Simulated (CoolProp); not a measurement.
Properties of octamethylcyclotetrasiloxane (D4) along the isobar 156 kPa (Tc = 586.5 K, pc = 1347 kPa, ω = 0.598).

Computed with CoolProp (reference Helmholtz-energy equation of state, Thol 2015).

| T (K) | phase | density (kg/m³) | cv (kJ/(kg K)) | Joule-Thomson coefficient (K/MPa) | isothermal compressibility (1/MPa) |
|---|---|---|---|---|---|
| 398.3 | liquid | 832.6 | 1.592 | -0.2571 | 0.003858 |
| 410 | liquid | 817.8 | 1.620 | -0.2306 | 0.004388 |
| 421.7 | liquid | 802.7 | 1.648 | -0.2006 | 0.005024 |
| 433.4 | liquid | 787.1 | 1.677 | -0.1661 | 0.005795 |
| 445.1 | liquid | 771.0 | 1.705 | -0.1259 | 0.006747 |
| 456.8 | liquid | 754.3 | 1.733 | -0.07815 | 0.007941 |
| 468.5 | gas | 13.25 | 1.708 | 20.83 | 7.240 |
| 480.3 | gas | 12.78 | 1.735 | 18.73 | 7.139 |
| 492 | gas | 12.36 | 1.761 | 16.96 | 7.056 |
| 503.7 | gas | 11.97 | 1.787 | 15.44 | 6.987 |
| 515.4 | gas | 11.61 | 1.812 | 14.12 | 6.927 |
| 527.1 | gas | 11.28 | 1.837 | 12.97 | 6.876 |
